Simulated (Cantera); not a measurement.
Input: 1 mol MgO, 4 mol HCl, at 0.120 bar.

These are equilibrium values from Cantera (NASA tables, ideal gas, pure condensed phases), not measurements of a reactor. Candidate condensed phases: H₂O, Mg, MgCl₂, MgO, Mg(OH)₂; 22 gas species. Kinetics and transport are ignored.

x: gas mole fraction; n: condensed amount in mol.

| T (K) | x HCl | x MgCl₂ | x H₂O | x Cl | x H₂ | x Cl₂ | x OH | n MgO(s) |
|---|---|---|---|---|---|---|---|---|
| 1100 | 0.981 | 0.00933 | 0.00933 | 1.50e-5 | 1.92e-5 | 1.17e-5 | ? | 0.963 |
| 1150 | 0.974 | 0.0130 | 0.0130 | 3.23e-5 | 3.28e-5 | 1.66e-5 | ? | 0.948 |
| 1200 | 0.965 | 0.0176 | 0.0176 | 6.45e-5 | 5.46e-5 | 2.23e-5 | ? | 0.930 |
| 1250 | 0.953 | 0.0232 | 0.0232 | 0.000121 | 8.90e-5 | 2.87e-5 | ? | 0.907 |
| 1300 | 0.940 | 0.0297 | 0.0297 | 0.000213 | 0.000142 | 3.53e-5 | ? | 0.881 |
| 1350 | 0.925 | 0.0372 | 0.0372 | 0.000357 | 0.000221 | 4.21e-5 | ? | 0.851 |
| 1400 | 0.908 | 0.0457 | 0.0457 | 0.000573 | 0.000336 | 4.88e-5 | ? | 0.817 |
| 1450 | 0.889 | 0.0550 | 0.0550 | 0.000885 | 0.000498 | 5.52e-5 | ? | 0.780 |
| 1500 | 0.868 | 0.0651 | 0.0651 | 0.00132 | 0.000724 | 6.14e-5 | ? | 0.739 |
| 1550 | 0.845 | 0.0759 | 0.0759 | 0.00191 | 0.00103 | 6.71e-5 | ? | 0.696 |
| 1600 | 0.821 | 0.0872 | 0.0872 | 0.00270 | 0.00143 | 7.23e-5 | ? | 0.651 |
| 1650 | 0.797 | 0.0989 | 0.0988 | 0.00371 | 0.00195 | 7.70e-5 | ? | 0.604 |

**Question.** Fill in the missing entries.

**Answer.** 
- 1100, x OH: 7.09e-10
- 1150, x OH: 2.96e-9
- 1200, x OH: 1.08e-8
- 1250, x OH: 3.54e-8
- 1300, x OH: 1.04e-7
- 1350, x OH: 2.80e-7
- 1400, x OH: 6.95e-7
- 1450, x OH: 1.61e-6
- 1500, x OH: 3.51e-6
- 1550, x OH: 7.23e-6
- 1600, x OH: 1.42e-5
- 1650, x OH: 2.65e-5
